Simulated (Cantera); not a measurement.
A freely propagating, adiabatic, planar premixed flame of 16.9 % H2, 16.9 % O2, 66.1 % N2, unburnt at 600 K and 0.170 bar; mixture-averaged transport, grid criteria slope 0.08 and curve 0.16, no radiation.

Cantera simulation using the H2/O2 subset of GRI-Mech 3.0, which has no nitrogen chemistry; the numbers are that mechanism's predictions, not measurements. Burning velocities carry a grid error of a few per cent, more on coarse grids. Lean hydrogen flames are cellular in practice and burn faster than this planar one.

Predict: laminar burning velocity; thermal thickness; peak x(OH); peak x(H2O2); peak x(H).


```
Property                    Result
------------------------  --------
laminar burning velocity  355 cm/s
thermal thickness          4.40 mm
peak x(OH)                 0.00861
peak x(H2O2)               2.34e-6
peak x(H)                   0.0291
```
